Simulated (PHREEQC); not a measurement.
Make-up at 25 °C: 0.028 mol/kgw HF and 0.0024 mol/kgw KF. Closed to the air; pH follows from the charge balance.

Equilibrium calculation in PHREEQC: ion-association model, wateq4f.dat.

```tsv
quantity	before	after
pH	2.52	2.75
HF (mol/kgw)	0.0218	0.0192
F- (mol/kgw)	0.00522	0.00802
H2F2 (mol/kgw)	0.00124	0.000967
HF2- (mol/kgw)	0.000438	0.000593
```

Q: What was changed between the two runs?
A. KF left out
B. 0.019 mol/kgw HBF4 added
C. KF replaced by H2SiF6 at the same molality
D. 0.00047 mol/kgw NaOH added
E. 0.0043 mol/kgw NaOH added

A: E, 0.0043 mol/kgw NaOH added

Precipitation was switched off in this run. wateq4f.dat counts part of the HF as a dimer, H2F2, which phreeqc.dat doesn't know; its constant is uncertain.
